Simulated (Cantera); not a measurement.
A perfectly stirred reactor is fed with CH3OH : O2 : N2 = 1 : 2.38 : 8.95 (molar parts), at 0.660 bar; it is adiabatic with a 498 K inlet, and is followed from long to short residence time, starting on the burning branch (τ in s: 0.075, 0.035, 0.017, 0.0078, 0.0037, 0.0017, 0.00081, 0.00038, 0.00018, 8.5e-05, 4e-05, 1.9e-05).

Model: GRI-Mech 3.0 (53 species, 325 reactions), integrated in Cantera. GRI-Mech 3.0 was tuned for natural gas; its chemistry of methanol as a main component is partial and can be far from experiment.

**Question.** Predict: blow-out, bracketed by the residence times tried; x(CH3OH) at τ = 75.0 ms; x(O2) at τ = 75.0 ms; x(CO) at τ = 75.0 ms; x(CH2) at τ = 75.0 ms; x(HCO) at τ = 75.0 ms; x(CH3OH) at τ = 0.810 ms; x(O2) at τ = 0.810 ms; x(CO) at τ = 0.810 ms; x(CH2) at τ = 0.810 ms; x(HCO) at τ = 0.810 ms.

**Answer.** 
```json
{
  "blow_out_bracketed_by_the_residence_times_tried": "burning at 0.380 ms, out at 0.180 ms",
  "x(CH3OH) at τ = 75.0 ms": "3.37e-6",
  "x(O2) at τ = 75.0 ms": "0.0684",
  "x(CO) at τ = 75.0 ms": "0.00106",
  "x(CH2) at τ = 75.0 ms": "3.09e-9",
  "x(HCO) at τ = 75.0 ms": "7.33e-8",
  "x(CH3OH) at τ = 0.810 ms": "7.98e-5",
  "x(O2) at τ = 0.810 ms": "0.0731",
  "x(CO) at τ = 0.810 ms": "0.0118",
  "x(CH2) at τ = 0.810 ms": "3.36e-7",
  "x(HCO) at τ = 0.810 ms": "6.26e-6"
}
```
